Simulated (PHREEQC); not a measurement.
## Alkaline etch or developer: an equilibrium model

Dissolve 0.104 mol KOH, 0.0016 mol Na2SiO3 and 0.23 mol Na2CO3 per kg of water at 20 °C. Closed to the air; pH follows from the charge balance.

Equilibrium calculation in PHREEQC: ion-association model, phreeqc.dat.

This is a speciation only: nothing precipitates in the calculation.

### Question
What pH does the model give?

### Answer
pH 12.99.

### Question
In which forms is C present?

### Answer
NaCO3- 52 %, CO3-2 48 % of the C.
